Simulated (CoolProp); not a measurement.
Vapour-liquid equilibrium of ethylene (1) + n-butane (2) at 0.0856 MPa; x and y are mole fractions of (1).

Values from CoolProp's multi-fluid Helmholtz-energy mixture model, Smukala 2000 and Bücker 2006; pair parameters Bell 2016.

Task: Give the bubble temperature and the first vapour's composition at x = 0.125, 0.5, 0.8. Is there an azeotrope?

Result: x = 0.125: -67.8 °C, y = 0.968; x = 0.5: -92.4 °C, y = 0.997; x = 0.8: -102.3 °C, y = 1.000. No azeotrope shows between x = 0.05 and 0.95.

Pair parameters are fitted to limited data, so mixtures are less certain than the pure fluids. The gap from Raoult's law changes sign with composition, which may be real or a fault of the pair parameters; it wasn't checked against measurements.
